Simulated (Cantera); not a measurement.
**Hydrocarbon pyrolysis for carbon deposition**

An isothermal, constant-pressure homogeneous reactor starts with 10.8 % CH₄, 89.2 % H₂, at 1900 K and 0.987 atm.

Model: GRI-Mech 3.0 (53 species, 325 reactions), integrated in Cantera. GRI-Mech 3.0 stops at C3 and has no aromatics, soot or wall deposition, so with more carbon than oxygen in the feed, carbon stays in small species such as C2H2 where larger ones or solid carbon would form.

```tsv
t (s)	x CH₄	x H₂	x C₂H	x C₂H₆	x H	x CH₂	x CH₃
7.00e-6	0.107	0.892	<1e-12	8.98e-7	0.000115	3.64e-8	0.000270
1.94e-5	0.107	0.892	2.33e-12	1.18e-5	0.000296	2.48e-7	0.000700
5.38e-5	0.105	0.892	3.75e-10	5.70e-5	0.000586	9.07e-7	0.00137
0.000149	0.102	0.894	8.52e-9	7.30e-5	0.000682	1.17e-6	0.00155
0.000413	0.0946	0.898	4.32e-8	6.29e-5	0.000688	1.10e-6	0.00144
0.00115	0.0782	0.907	1.21e-7	4.36e-5	0.000702	9.49e-7	0.00120
0.00318	0.0527	0.921	2.45e-7	2.04e-5	0.000725	6.91e-7	0.000824
0.00881	0.0277	0.935	3.70e-7	5.86e-6	0.000750	3.99e-7	0.000442
0.0244	0.0124	0.944	4.50e-7	1.32e-6	0.000768	1.93e-7	0.000202
0.0677	0.00655	0.947	4.82e-7	4.74e-7	0.000777	1.06e-7	0.000107
0.188	0.00563	0.948	4.87e-7	3.89e-7	0.000778	9.19e-8	9.22e-5
0.520	0.00562	0.948	4.87e-7	3.88e-7	0.000778	9.17e-8	9.21e-5
1.44	0.00562	0.948	4.87e-7	3.88e-7	0.000778	9.17e-8	9.21e-5
4.00	0.00562	0.948	4.87e-7	3.88e-7	0.000778	9.17e-8	9.21e-5
```
x: mole fraction; the columns are a selection and need not sum to one.

Equilibrium at this temperature and pressure: CH₄ 0.00562, H₂ 0.948, C₂H 4.87e-7, C₂H₆ 3.88e-7, H 0.000778, CH₂ 9.17e-8, CH₃ 9.21e-5 (gas phase only).
